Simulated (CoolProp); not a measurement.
Vapour-liquid equilibrium of C3F8 (R218) (1) + R134a (2) at 0.172 MPa; x and y are mole fractions of (1).

Computed with CoolProp (multi-fluid Helmholtz-energy mixture model, Lemmon 2006 and Tillner-Roth 1994; pair parameters Bell 2016).

| x | bubble temperature (°C) | y at the bubble point | dew temperature at overall composition x (°C) | liquid density (mol/L) |
|---|---|---|---|---|
| 0.05 | -18.5 | 0.207 | -14.9 | 12.86 |
| 0.15 | -23.8 | 0.414 | -17.2 | 12.25 |
| 0.25 | -26.3 | 0.507 | -19.6 | 11.63 |
| 0.35 | -27.5 | 0.558 | -22.2 | 11.05 |
| 0.45 | -28.1 | 0.592 | -24.8 | 10.51 |
| 0.55 | -28.5 | 0.622 | -27.4 | 10.02 |
| 0.65 | -28.6 | 0.655 | -28.6 | 9.585 |
| 0.75 | -28.5 | 0.700 | -28.0 | 9.190 |
| 0.85 | -27.8 | 0.770 | -26.7 | 8.827 |
| 0.95 | -26.0 | 0.896 | -25.2 | 8.482 |

y crosses x between x = 0.65 and 0.75: the model has an azeotrope there.

Pair parameters are fitted to limited data, so mixtures are less certain than the pure fluids.
